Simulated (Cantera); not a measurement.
A perfectly stirred reactor is fed with CO : H₂ : CH₄ : O₂ : N₂ = 1 : 0.71 : 0.089 : 2.25 : 8.44 (molar parts), at 3.06 atm; it is adiabatic with a 575 K inlet, and is followed from long to short residence time, starting on the burning branch (τ in s: 0.24, 0.11, 0.05, 0.023, 0.01, 0.0047, 0.0022, 0.00098, 0.00044, 0.0002, 9.2e-05, 4.2e-05).

Computed with Cantera and GRI-Mech 3.0 (53 species, 325 reactions).

x: mole fraction; the columns are a selection and need not sum to one.

```json
[
 {"τ (s)": "0.24", "T (K)": "1819", "x CO": "0.000151", "x H₂": "1.99e-5", "x CH₄": "3.98e-7", "x C₂H₆": "<1e-12", "x H₂O₂": "5.81e-8"},
 {"τ (s)": "0.11", "T (K)": "1817", "x CO": "0.000245", "x H₂": "3.00e-5", "x CH₄": "7.07e-7", "x C₂H₆": "1.81e-12", "x H₂O₂": "7.27e-8"},
 {"τ (s)": "0.050", "T (K)": "1815", "x CO": "0.000411", "x H₂": "4.81e-5", "x CH₄": "1.21e-6", "x C₂H₆": "4.24e-12", "x H₂O₂": "9.67e-8"},
 {"τ (s)": "0.023", "T (K)": "1812", "x CO": "0.000687", "x H₂": "7.84e-5", "x CH₄": "1.99e-6", "x C₂H₆": "8.75e-12", "x H₂O₂": "1.32e-7"},
 {"τ (s)": "0.010", "T (K)": "1805", "x CO": "0.00119", "x H₂": "0.000134", "x CH₄": "3.36e-6", "x C₂H₆": "1.74e-11", "x H₂O₂": "1.88e-7"},
 {"τ (s)": "0.0047", "T (K)": "1796", "x CO": "___", "x H₂": "___", "x CH₄": "___", "x C₂H₆": "3.09e-11", "x H₂O₂": "___"},
 {"τ (s)": "0.0022", "T (K)": "1782", "x CO": "___", "x H₂": "___", "x CH₄": "___", "x C₂H₆": "5.40e-11", "x H₂O₂": "___"},
 {"τ (s)": "0.00098", "T (K)": "1758", "x CO": "0.00552", "x H₂": "0.000583", "x CH₄": "1.47e-5", "x C₂H₆": "1.00e-10", "x H₂O₂": "5.14e-7"},
 {"τ (s)": "0.00044", "T (K)": "1719", "x CO": "0.00932", "x H₂": "0.000949", "x CH₄": "2.58e-5", "x C₂H₆": "2.06e-10", "x H₂O₂": "7.54e-7"},
 {"τ (s)": "0.00020", "T (K)": "1656", "x CO": "0.0158", "x H₂": "0.00153", "x CH₄": "4.95e-5", "x C₂H₆": "5.36e-10", "x H₂O₂": "1.19e-6"},
 {"τ (s)": "9.2e-5", "T (K)": "1547", "x CO": "0.0283", "x H₂": "0.00269", "x CH₄": "0.000121", "x C₂H₆": "2.60e-9", "x H₂O₂": "2.25e-6"},
 {"τ (s)": "4.2e-5", "T (K)": "575", "x CO": "0.0801", "x H₂": "0.0568", "x CH₄": "0.00713", "x C₂H₆": "<1e-12", "x H₂O₂": "<1e-12"}
]
```

### Question
Complete the blanks.

### Answer

- 0.0047, x CO: 0.00197
- 0.0047, x H₂: 0.000217
- 0.0047, x CH₄: 5.39e-6
- 0.0047, x H₂O₂: 2.60e-7
- 0.0022, x CO: 0.00325
- 0.0022, x H₂: 0.000352
- 0.0022, x CH₄: 8.68e-6
- 0.0022, x H₂O₂: 3.59e-7
